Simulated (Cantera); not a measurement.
A Cantera script and its output.

```python
import numpy as np
import cantera as ct

gas = ct.Solution("SiF4_NH3_mec.yaml", "gas")
gas.TPX = 1525, 100000, {'NH3': 1, 'H2': 6.6}
reactor = ct.IdealGasConstPressureReactor(gas, energy="off", clone=False)
net = ct.ReactorNet([reactor])
net.rtol, net.atol = 1e-08, 1e-18
show = ['NH3', 'H2', 'N2H4', 'NH2', 'N2', 'N']
times = np.geomspace(0.0008, 20, 13)

steps = ct.SolutionArray(gas, extra=["t"])
rows = []
print(f"{'t/s':>10s}{'T/K':>9s}{'P/Pa':>11s}" + "".join(f"{s:>11s}" for s in show))
for t in times:
    while net.time < t:
        t_next = net.step()
        steps.append(gas.state, t=t_next)
    rows.append([np.interp(t, steps.t, y) for y in (steps.T, steps.P, *steps(*show).X.T)])
    print(f"{t:10.3e}{rows[-1][0]:9.1f}{rows[-1][1]:11.4g}" + "".join(f"{x:11.3e}" for x in rows[-1][2:]))
rate = np.gradient(steps.T, steps.t)
print("integrator steps:", len(steps.t))
if steps.T.max() > steps.T[0] + 200:
    print(f"time of steepest temperature rise: {steps.t[rate.argmax()]:.4e} s")
gas.TPX = 1525, 100000, {'NH3': 1, 'H2': 6.6}
gas.equilibrate("TP")
print(f"equilibrium (TP): T = {gas.T:.1f} K  " + "  ".join(f"{s} {gas[s].X[0]:.3e}" for s in show))
```

It prints:

```
       t/s      T/K       P/Pa        NH3         H2       N2H4        NH2         N2          N
 8.000e-04   1525.0      1e+05  1.316e-01  8.684e-01  3.014e-11  6.259e-07  2.976e-10  1.829e-13
 1.860e-03   1525.0      1e+05  1.316e-01  8.684e-01  1.609e-10  1.440e-06  4.776e-09  2.234e-12
 4.326e-03   1525.0      1e+05  1.316e-01  8.684e-01  7.801e-10  3.167e-06  6.445e-08  2.375e-11
 1.006e-02   1525.0      1e+05  1.316e-01  8.684e-01  2.568e-09  5.748e-06  6.584e-07  1.417e-10
 2.339e-02   1525.0      1e+05  1.316e-01  8.684e-01  3.838e-09  7.029e-06  3.615e-06  2.590e-10
 5.440e-02   1525.0      1e+05  1.315e-01  8.684e-01  3.915e-09  7.099e-06  1.149e-05  2.669e-10
 1.265e-01   1525.0      1e+05  1.315e-01  8.684e-01  3.912e-09  7.097e-06  2.985e-05  2.669e-10
 2.941e-01   1525.0      1e+05  1.314e-01  8.685e-01  3.907e-09  7.092e-06  7.250e-05  2.667e-10
 6.840e-01   1525.0      1e+05  1.312e-01  8.686e-01  3.894e-09  7.080e-06  1.714e-04  2.663e-10
 1.591e+00   1525.0      1e+05  1.307e-01  8.689e-01  3.864e-09  7.053e-06  4.001e-04  2.653e-10
 3.699e+00   1525.0      1e+05  1.295e-01  8.696e-01  3.796e-09  6.991e-06  9.247e-04  2.631e-10
 8.601e+00   1525.0      1e+05  1.268e-01  8.711e-01  3.644e-09  6.850e-06  2.107e-03  2.581e-10
 2.000e+01   1525.0      1e+05  1.210e-01  8.743e-01  3.326e-09  6.543e-06  4.673e-03  2.472e-10
integrator steps: 467
equilibrium (TP): T = 1525.0 K  NH3 1.250e-05  H2 9.418e-01  N2H4 3.729e-17  NH2 6.905e-10  N2 5.813e-02  N 2.738e-14
```

Model: the gas-phase N/H chemistry of the illustrative SiF4/NH3 mechanism in the Surface Chemkin manual (1991), integrated in Cantera. Walls and surfaces, which speed up NH3 decomposition in real reactors, are not modelled.
